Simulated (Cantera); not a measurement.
## Equilibrium for fluorocarbon and chlorocarbon gases: CH3F + H2 + HCl

Charge: 1 mol CH3F, 1.3 mol H2, 0.35 mol HCl, held at 13300 Pa.

Cantera equilibrium calculation (NASA polynomials, part measured and part estimated; ideal gas, pure solids and liquids). Candidate condensed phases: C, C6H6, C7H8, C8H18; 118 gas species. Equilibrium is a limit: real reactors are often held back by kinetics, nucleation or transport.

From 998 K to 2198 K the condensed part is C(graphite). The main C-bearing gas is CH4 at 998 K and C2H2 (acetylene) at 2198 K. The share of C in condensed phases is highest at 1598 K (100.0 %) and lowest at 998 K (98.2 %).

```json
[
 {"T (K)": "998", "x H2": "0.623", "x HF": "0.275", "x HCl": "0.0964", "x H": "4.65e-9", "x CH4": "0.00505", "x C2H2 (acetylene)": "6.74e-10", "x Cl": "6.70e-10", "n C(graphite)": "0.982"},
 {"T (K)": "1098", "x H2": "0.628", "x HF": "0.274", "x HCl": "0.0961", "x H": "5.37e-8", "x CH4": "0.00192", "x C2H2 (acetylene)": "7.99e-9", "x Cl": "7.36e-9", "n C(graphite)": "0.993"},
 {"T (K)": "1198", "x H2": "0.629", "x HF": "0.274", "x HCl": "0.0960", "x H": "4.13e-7", "x CH4": "0.000846", "x C2H2 (acetylene)": "6.22e-8", "x Cl": "5.47e-8", "n C(graphite)": "0.997"},
 {"T (K)": "1298", "x H2": "0.630", "x HF": "0.274", "x HCl": "0.0959", "x H": "2.33e-6", "x CH4": "0.000421", "x C2H2 (acetylene)": "3.51e-7", "x Cl": "2.99e-7", "n C(graphite)": "0.998"},
 {"T (K)": "1398", "x H2": "0.630", "x HF": "0.274", "x HCl": "0.0959", "x H": "1.03e-5", "x CH4": "0.000231", "x C2H2 (acetylene)": "1.54e-6", "x Cl": "1.29e-6", "n C(graphite)": "0.999"},
 {"T (K)": "1498", "x H2": "0.630", "x HF": "0.274", "x HCl": "0.0959", "x H": "3.74e-5", "x CH4": "0.000137", "x C2H2 (acetylene)": "5.55e-6", "x Cl": "4.59e-6", "n C(graphite)": "0.999"},
 {"T (K)": "1598", "x H2": "0.630", "x HF": "0.274", "x HCl": "0.0959", "x H": "0.000116", "x CH4": "8.71e-5", "x C2H2 (acetylene)": "1.70e-5", "x Cl": "1.39e-5", "n C(graphite)": "1.000"},
 {"T (K)": "1698", "x H2": "0.630", "x HF": "0.274", "x HCl": "0.0958", "x H": "0.000314", "x CH4": "5.84e-5", "x C2H2 (acetylene)": "4.54e-5", "x Cl": "3.72e-5", "n C(graphite)": "0.999"},
 {"T (K)": "1798", "x H2": "0.629", "x HF": "0.274", "x HCl": "0.0958", "x H": "0.000765", "x CH4": "4.09e-5", "x C2H2 (acetylene)": "0.000109", "x Cl": "8.91e-5", "n C(graphite)": "0.999"},
 {"T (K)": "1898", "x H2": "0.629", "x HF": "0.274", "x HCl": "0.0956", "x H": "0.00170", "x CH4": "2.98e-5", "x C2H2 (acetylene)": "0.000236", "x Cl": "0.000195", "n C(graphite)": "0.998"},
 {"T (K)": "1998", "x H2": "0.627", "x HF": "0.273", "x HCl": "0.0953", "x H": "0.00348", "x CH4": "2.24e-5", "x C2H2 (acetylene)": "0.000475", "x Cl": "0.000394", "n C(graphite)": "0.996"},
 {"T (K)": "2098", "x H2": "0.624", "x HF": "0.273", "x HCl": "0.0948", "x H": "0.00666", "x CH4": "1.72e-5", "x C2H2 (acetylene)": "0.000891", "x Cl": "0.000744", "n C(graphite)": "0.993"},
 {"T (K)": "2198", "x H2": "0.619", "x HF": "0.272", "x HCl": "0.0939", "x H": "0.0120", "x CH4": "1.35e-5", "x C2H2 (acetylene)": "0.00157", "x Cl": "0.00133", "n C(graphite)": "0.988"}
]
```
x: gas mole fraction; n: condensed amount in mol.
